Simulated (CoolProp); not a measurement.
Vapour-liquid equilibrium of cyclohexane (1) + toluene (2) at 27.15 °C; x and y are mole fractions of (1).

The numbers come from the multi-fluid Helmholtz-energy mixture model, Zhou 2014 and Lemmon 2006; pair parameters Bell 2016 in CoolProp.

| x | bubble pressure, mixture model (MPa) | bubble pressure, Raoult's law (MPa) | y, mixture model | y, Raoult's law |
|---|---|---|---|---|
| 0.05 | 0.005031 | 0.004746 | 0.198 | 0.151 |
| 0.2 | 0.007110 | 0.006260 | 0.515 | 0.458 |
| 0.35 | 0.008831 | 0.007773 | 0.673 | 0.645 |
| 0.5 | 0.01029 | 0.009287 | 0.773 | 0.772 |
| 0.65 | 0.01158 | 0.01080 | 0.848 | 0.863 |
| 0.8 | 0.01277 | 0.01231 | 0.913 | 0.931 |
| 0.95 | 0.01394 | 0.01383 | 0.978 | 0.985 |

The largest gap from Raoult's law is +13.6 % in bubble pressure, at x = 0.35. No azeotrope shows between x = 0.05 and 0.95.

Pair parameters are fitted to limited data, so mixtures are less certain than the pure fluids.
